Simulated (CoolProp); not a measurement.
Hydrogen chloride along the isobar 11.5 MPa: density (kg/m³) from the reference equation and from simpler models built on Tc = 324.7 K, pc = 8.314 MPa, ω = 0.130; each cubic takes its own stable root.

Model: reference Helmholtz-energy equation of state, Thol 2018, in CoolProp.

```
T (K)          phase  reference  Redlich-Kwong  Soave-Redlich-Kwong
-----  -------------  ---------  -------------  -------------------
227.4         liquid       1103          955.3                967.6
242.7         liquid       1061          912.9                926.4
258.1         liquid       1016          866.0                880.2
273.5         liquid      966.0          813.9                827.9
288.8         liquid      909.6          755.3                767.9
304.2         liquid      842.0          686.1                695.7
319.6         liquid      752.8          599.7                603.2
334.9  supercritical      599.9          477.6                466.0
350.3  supercritical      320.4          309.7                291.1
365.7  supercritical      235.9          234.2                223.7
381    supercritical      199.7          199.2                191.3
396.4  supercritical      177.2          177.0                170.4
411.8  supercritical      161.2          161.1                155.3
427.1  supercritical      149.0          148.9                143.7
442.5  supercritical      139.1          139.0                134.3
457.9  supercritical      130.9          130.8                126.4
```
